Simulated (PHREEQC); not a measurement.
# Brine: an equilibrium model

Make-up at 25 °C: 1.5 mol HCl, 0.17 mol MgSO4 and 0.082 mol NaCl per kg of water. Closed to the air; pH follows from the charge balance.

All values are PHREEQC results (Pitzer model, pitzer.dat), not measurements.

Each row changes one thing in this solution. Precipitation was switched off in this run.

```
case                                 pH  ionic strength (mol/kgw)  HSO4- (mol/kgw)  SO4-2 (mol/kgw)  SI of Epsomite (MgSO4:7H2O)  SI of Hexahydrite (MgSO4:6H2O)
--------------------------------  -----  ------------------------  ---------------  ---------------  ---------------------------  ------------------------------
as made                           -0.32                      2.01            0.128           0.0420                        -2.58                           -2.83
diluted 5-fold with water          0.64                     0.403           0.0249          0.00913                        -3.24                           -3.51
temperature from 25 to 65 °C      -0.23                         …            0.149           0.0210                        -3.34                           -3.26
HCl from 1.5 to 2.25 mol/kgw      -0.68                      2.75            0.129           0.0407                        -2.72                           -2.95
temperature from 25 to 15 °C          …                      2.02            0.121           0.0491                        -2.39                           -2.75
MgSO4 from 0.17 to 0.085 mol/kgw  -0.32                      1.79           0.0646           0.0204                        -3.19                           -3.44
NaCl left out                     -0.31                      1.93            0.128           0.0424                        -2.57                           -2.82
```

Problem. Some entries are withheld; supply them.

Solution. 
- temperature from 25 to 65 °C, ionic strength (mol/kgw): 1.96
- temperature from 25 to 15 °C, pH: -0.34

In brines, pH and single-ion activities rest on the MacInnes convention. At this temperature some constants are extrapolated from 25 °C, and those without enthalpy data are left unchanged.
